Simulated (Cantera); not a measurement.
Input: 1 mol Si₃N₄, 1.6 mol N₂, equilibrated at 67.0 Pa.

Cantera equilibrium calculation (NASA polynomials, part measured and part estimated; ideal gas, pure solids and liquids). Candidate condensed phases: Si, Si₃N₄; 7 gas species. Equilibrium is a limit: real reactors are often held back by kinetics, nucleation or transport.

Task: Which condensed phases are stable at each of these points (T (K)): 1648, 1798, 1948, 2098, 2248, 2398, 2548, 2698?

Result: 
```json
[
 {"T (K)": "1648", "condensed phases": "Si₃N₄(s)", "Si condensed (%)": "100.0"},
 {"T (K)": "1798", "condensed phases": "Si(l)", "Si condensed (%)": "99.4"},
 {"T (K)": "1948", "condensed phases": "Si(l)", "Si condensed (%)": "95.5"},
 {"T (K)": "2098", "condensed phases": "Si(l)", "Si condensed (%)": "69.3"},
 {"T (K)": "2248", "condensed phases": "gas only", "Si condensed (%)": "0.0"},
 {"T (K)": "2398", "condensed phases": "gas only", "Si condensed (%)": "0.0"},
 {"T (K)": "2548", "condensed phases": "gas only", "Si condensed (%)": "0.0"},
 {"T (K)": "2698", "condensed phases": "gas only", "Si condensed (%)": "0.0"}
]
```

At 1648 K the condensed part is Si₃N₄(s). From 1798 K to 2098 K the condensed part is Si(l). From 2248 K to 2698 K nothing is condensed.
